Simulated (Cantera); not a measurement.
# Nitride etching: BN + HF + H2 + H2O

Charge: 1 mol BN, 1.9 mol HF, a varied amount of H2, 0.33 mol H2O, held at 1775 K and 750 Torr.

Equilibrium computed with Cantera from the NASA thermochemical tables; the gas is ideal and each condensed phase is pure. Candidate condensed phases: B, BN, B2O3, B3O3H3, H2O; 62 gas species. The tables' values for BF2 are old estimates; treat these amounts as uncertain. Kinetics and transport are ignored.

| n(H2) (mol) | log p H2 | log p N2 | log p BF3 | log p BOF | log p HF | log p BHF2 | log p BF2 | n BN(s) |
|---|---|---|---|---|---|---|---|---|
| 10 | -0.05 | -1.50 | -1.51 | -1.60 | -1.66 | -2.37 | -2.72 | 0.210 |
| 14 | -0.04 | -1.63 | -1.66 | -1.73 | -1.72 | -2.44 | -2.79 | 0.219 |
| 19 | -0.03 | -1.75 | -1.80 | -1.84 | -1.78 | -2.51 | -2.87 | 0.229 |
| 26 | -0.02 | -1.88 | -1.95 | -1.97 | -1.85 | -2.58 | -2.95 | 0.240 |
| 36 | -0.02 | -2.01 | -2.11 | -2.10 | -1.92 | -2.67 | -3.03 | 0.252 |
| 48 | -0.01 | -2.14 | -2.27 | -2.23 | -1.99 | -2.75 | -3.12 | 0.264 |
| 66 | -0.01 | -2.28 | -2.45 | -2.37 | -2.08 | -2.84 | -3.21 | 0.278 |
log p: log10 of the partial pressure in bar; n: condensed amount in mol.

From 10 mol H2 to 66 mol H2 the condensed part is BN(s). The main B-bearing gas is BF3 at 10 mol H2 and BOF at 66 mol H2. The share of B in condensed phases is highest at 66 mol H2 (27.8 %) and lowest at 10 mol H2 (21.0 %).
